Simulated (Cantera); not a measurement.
**Thermodynamics of abatement and gas-phase synthesis, feed H₂O + O₂**

Feed: 1 mol H₂O, 0.04 mol O₂, held at 2648.15 K and 11300 Torr.

Cantera equilibrium calculation (NASA polynomials, part measured and part estimated; ideal gas, pure solids and liquids). Candidate condensed phases: H₂O; 9 gas species. The numbers say what is thermodynamically allowed, not how fast it happens.

```yaml
x(H₂O): 0.921
x(O₂): 0.0389
x(OH): 0.0226
x(H₂): 0.0141
x(O): 0.00147
x(H): 0.00143
x(HO₂): 3.48e-5
x(H₂O₂): 6.86e-6
gas_amount: 1.055 mol
```
